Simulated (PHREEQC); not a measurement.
Consider water at 60 °C with 0.021 mol HBr, 0.0034 mol ZnSO4 and 0.022 mol MnSO4 per kg of water. Closed to the air; pH follows from the charge balance.

The numbers come from PHREEQC with the ion-association model, phreeqc.dat.

**Question.** The ionic strength comes out as 0.0736 mol/kgw. What activity coefficients do HSO4-, Mn+2, Br-, ZnBr+, SO4-2 get?

**Answer.** HSO4- 0.79, Mn+2 0.41, Br- 0.77, ZnBr+ 0.79, SO4-2 0.39.

This is a speciation only: nothing precipitates in the calculation. Away from 25 °C the constants follow the database's enthalpies or fits; those with neither stay at their 25 °C values.
